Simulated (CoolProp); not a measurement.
Saturation properties of c-C4F8 (RC318) (Tc = 388.4 K, pc = 2.778 MPa, ω = 0.355).

Values from CoolProp's reference Helmholtz-energy equation of state, Platzer 1990. This equation is an older, rougher fit; its heat capacities, sound speeds and derivatives of the liquid may be far off and weren't checked against measurements.

```
T (K)  p (MPa)  liquid density (kg/m³)  vapour Z  surface tension (mN/m)  liquid viscosity (µPa s)
-----  -------  ----------------------  --------  ----------------------  ------------------------
267.5   0.1027                    1614       ___                    11.8                       578
282.6      ___                    1559    0.9318                    9.98                       457
297.6   0.3071                    1500    0.9007                    8.24                       365
312.7   0.4855                    1437    0.8609                     ___                       293
327.7   0.7304                    1368    0.8118                    4.98                       235
342.8    1.060                    1288    0.7505                    3.48                       187
357.9    1.491                    1192    0.6726                    2.11                       146
372.9      ___                    1062    0.5666                   0.903                       ___
```

Problem. Fill in the missing entries.

Solution. 
- 267.5, vapour Z: 0.9558
- 282.6, p (MPa): 0.1841
- 312.7, surface tension (mN/m): 6.56
- 372.9, p (MPa): 2.041
- 372.9, liquid viscosity (µPa s): 107

It boils at 267.2 K under 1 atm.

Viscosity comes from a separate model (Huber 2003), an estimate that may be off by 10 % or more. Surface tension comes from a separate correlation (Mulero 2012).
